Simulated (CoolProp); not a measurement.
Values from CoolProp's reference Helmholtz-energy equation of state, Pan 2012.

Question: For R236FA, give the phase and the cp (kJ/(kg K)), Prandtl number, fugacity coefficient at -68.65 °C and 7220 kPa; -3.35 °C and 7220 kPa; 61.95 °C and 7220 kPa.

Answer: 
- -68.65 °C and 7220 kPa: liquid; cp 1.16, Prandtl number 18.1, fugacity coefficient 0.000386
- -3.35 °C and 7220 kPa: liquid; cp 1.17, Prandtl number 6.42, fugacity coefficient 0.0173
- 61.95 °C and 7220 kPa: liquid; cp 1.28, Prandtl number 4.04, fugacity coefficient 0.123

Viscosity comes from a separate model (Huber 2003), an estimate that may be off by 10 % or more. Thermal conductivity comes from a separate model (Huber 2003), an estimate that may be off by 10 % or more.
